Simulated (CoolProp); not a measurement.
A single-stage vapour-compression cycle with vinyl chloride: evaporating at 284.15 K (dew point), condensing at 316.15 K (bubble point), superheat 0 K, subcooling 8 K, compressor efficiency 0.7, no pressure losses. Each further row changes one setting.

The numbers come from the reference Helmholtz-energy equation of state, Thol 2022 in CoolProp.

| case | cooling COP | pressure ratio | discharge temperature (K) | refrigerating effect (kJ/kg) | volumetric capacity (kJ/m³) |
|---|---|---|---|---|---|
| as stated | (withheld) | 2.57 | 346.8 | 298 | 2120 |
| evaporating temperature 289.15 K | (withheld) | (withheld) | 341.3 | 301 | (withheld) |
| condensing temperature 311.15 K | 7.00 | 2.25 | (withheld) | 306 | 2180 |
| subcooling 13 K | (withheld) | 2.57 | 346.8 | 306 | 2180 |
| superheat 10 K | (withheld) | 2.57 | (withheld) | 307 | 2100 |
| compressor efficiency 0.6 | 4.98 | 2.57 | 355.0 | 298 | 2120 |

Q: Fill in the missing entries.

A: 
- as stated, cooling COP: 5.81
- evaporating temperature 289.15 K, cooling COP: 7.11
- evaporating temperature 289.15 K, pressure ratio: 2.19
- evaporating temperature 289.15 K, volumetric capacity (kJ/m³): 2500
- condensing temperature 311.15 K, discharge temperature (K): 337.8
- subcooling 13 K, cooling COP: 5.96
- superheat 10 K, cooling COP: 5.75
- superheat 10 K, discharge temperature (K): 357.5
